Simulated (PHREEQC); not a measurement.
A solution holds 0.0025 mol MnSO4, 0.00095 mol CaCl2, 0.0025 mol NaF and 7.6e-05 mol Na2SO4 per kg of water, at 54 °C. Closed to the air; pH follows from the charge balance.

The numbers come from PHREEQC with the ion-association model, phreeqc.dat.

```tsv
quantity	before	after
pH	6.63	6.63
ionic strength (mol/kgw)	0.0131	0.0131
SO4-2 (mol/kgw)	0.00197	0.00197
Ca+2 (mol/kgw)	0.000816	0.000816
CaSO4 (mol/kgw)	0.000134	0.000134
NaSO4- (mol/kgw)	1.90e-5	1.09e-6
SI of Gypsum (CaSO4:2H2O)	-1.57	-1.57
SI of Fluorite (CaF2)	+1.72	+1.73
```

Which change was made?
A) NaF from 0.0025 to 0.0125 mol/kgw
B) temperature from 54 to 45 °C
C) CaCl2 replaced by Ca(NO3)2 at the same molality
D) Na2SO4 left out
E) NaF replaced by LiF at the same molality

E, NaF replaced by LiF at the same molality

This is a speciation only: nothing precipitates in the calculation. Some of these states are supersaturated (in Fluorite, for instance). At this temperature some constants are extrapolated from 25 °C, and those without enthalpy data are left unchanged.
